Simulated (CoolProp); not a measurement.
A simple Rankine cycle with tetrahydrofuran: condensing at 312.15 K, boiler at 2.94 MPa, turbine inlet 502.7 K, turbine efficiency 0.7, pump efficiency 0.6, no recuperator. Each further row changes one setting.

The numbers come from the reference Helmholtz-energy equation of state, Fiedler 2023 in CoolProp.

```csv
case,thermal efficiency (%),net work (kJ/kg),heat in (kJ/kg),turbine exit temperature (K),volume ratio over the turbine
as stated,19.3,126,655,385.2,85.6
turbine inlet 522.7 K,19.4,136,[?],[?],[?]
condensing temperature 304.15 K,[?],[?],670,378.8,117
boiler pressure 2.06 MPa,[?],126,682,[?],53.1
turbine efficiency 0.6,16.4,107,655,[?],88.6
```

Task: Some entries are withheld; supply them.

Result: 
- turbine inlet 522.7 K, heat in (kJ/kg): 702
- turbine inlet 522.7 K, turbine exit temperature (K): 410.2
- turbine inlet 522.7 K, volume ratio over the turbine: 80.7
- condensing temperature 304.15 K, thermal efficiency (%): 20.2
- condensing temperature 304.15 K, net work (kJ/kg): 135
- boiler pressure 2.06 MPa, thermal efficiency (%): 18.4
- boiler pressure 2.06 MPa, turbine exit temperature (K): 404.0
- turbine efficiency 0.6, turbine exit temperature (K): 398.1
